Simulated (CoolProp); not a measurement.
Normal hydrogen at 43.47 K and 0.245 MPa flows at 13 m/s in a round tube of 100 mm bore and 15 µm roughness, fully developed (64/Re and Nu = 3.66 if laminar; Colebrook and Gnielinski if turbulent). Each further row changes one setting.

The numbers come from the reference Helmholtz-energy equation of state, Leachman 2009 in CoolProp.

```tsv
case	Reynolds number	Darcy friction factor	pressure drop (Pa/m)	heat-transfer coefficient (W/(m² K))	mass flow (kg/h)
as stated	…	0.0143	17.0	404	518
velocity 26 m/s	1700000	…	65.1	772	…
diameter 200 mm	1700000	0.0125	7.43	…	2070
```

Problem. What belongs in the gaps?

Solution. 
- as stated, Reynolds number: 849000
- velocity 26 m/s, Darcy friction factor: 0.0137
- velocity 26 m/s, mass flow (kg/h): 1040
- diameter 200 mm, heat-transfer coefficient (W/(m² K)): 350

Viscosity comes from a separate model (Muzny 2013). Thermal conductivity comes from a separate model (Assael 2011).
